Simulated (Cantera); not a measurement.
Thermodynamics of silicon epitaxy and polysilicon growth, feed SiCl4 + H2

Input: 1 mol SiCl4, a varied amount of H2, equilibrated at 975 °C and 1 atm.

Method: chemical equilibrium by Gibbs-energy minimisation in Cantera with the NASA 1993 tables (ideal gas, pure condensed phases). Candidate condensed phases: Si; 19 gas species. The tables' values for SiCl3 are old estimates; treat these amounts as uncertain. The numbers say what is thermodynamically allowed, not how fast it happens.

| n(H2) (mol) | log p H2 | log p HCl | log p SiCl4 | log p SiHCl3 | log p SiCl2 | n Si(s) |
|---|---|---|---|---|---|---|
| 14 | -0.05 | -1.34 | -1.50 | -1.66 | -2.23 | 0.0121 |
| 20 | -0.03 | -1.38 | -1.70 | -1.81 | -2.33 | 0.0499 |
| 29 | -0.02 | -1.43 | -1.92 | -1.97 | -2.44 | 0.103 |
| 42 | -0.02 | -1.49 | -2.17 | -2.15 | -2.56 | 0.172 |
| 60 | -0.01 | -1.55 | -2.42 | -2.34 | -2.69 | 0.254 |
| 88 | -0.01 | -1.62 | -2.73 | -2.56 | -2.84 | 0.361 |
| 130 | 0.00 | -1.71 | -3.08 | -2.83 | -3.02 | 0.483 |
| 190 | 0.00 | -1.81 | -3.49 | -3.13 | -3.22 | 0.606 |
| 270 | 0.00 | -1.92 | -3.91 | -3.45 | -3.44 | 0.710 |
| 390 | 0.00 | -2.04 | -4.42 | -3.83 | -3.69 | 0.800 |
| 570 | 0.00 | -2.18 | -4.99 | -4.25 | -3.97 | 0.867 |
log p: log10 of the partial pressure in bar; n: condensed amount in mol.

From 14 mol H2 to 570 mol H2 the condensed part is Si(s). The main Si-bearing gas is SiCl4 at 14 mol H2 and SiCl2 at 570 mol H2. The share of Si in condensed phases is highest at 570 mol H2 (86.7 %) and lowest at 14 mol H2 (1.2 %).
